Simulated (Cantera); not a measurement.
A closed system holds: 1 mol C2F6, 0.097 mol F2, at 21.0 mbar.

Method: chemical equilibrium by Gibbs-energy minimisation in Cantera with the NASA 1993 tables (ideal gas, pure condensed phases). Candidate condensed phases: C; 13 gas species. The feed counts by its element totals alone. Gases not in the tables: C2F6 and larger saturated fluorocarbons. Equilibrium is a limit: real reactors are often held back by kinetics, nucleation or transport.

Task: Which condensed phases are stable at each of these points (T (K)): 950, 1150, 1350, 1550, 1750, 1950, 2150, 2350, 2550, 2750, 2950, 3150, 3350?

Result: 
| T (K) | condensed phases | C condensed (%) |
|---|---|---|
| 950 | C(graphite) | 22.6 |
| 1150 | C(graphite) | 22.6 |
| 1350 | C(graphite) | 22.6 |
| 1550 | C(graphite) | 22.6 |
| 1750 | C(graphite) | 22.3 |
| 1950 | C(graphite) | 20.8 |
| 2150 | C(graphite) | 14.4 |
| 2350 | gas only | 0.0 |
| 2550 | C(graphite) | 0.7 |
| 2750 | C(graphite) | 26.9 |
| 2950 | C(graphite) | 38.2 |
| 3150 | gas only | 0.0 |
| 3350 | gas only | 0.0 |

From 950 K to 2150 K the condensed part is C(graphite). At 2350 K nothing is condensed. From 2550 K to 2950 K the condensed part is C(graphite). From 3150 K to 3350 K nothing is condensed.
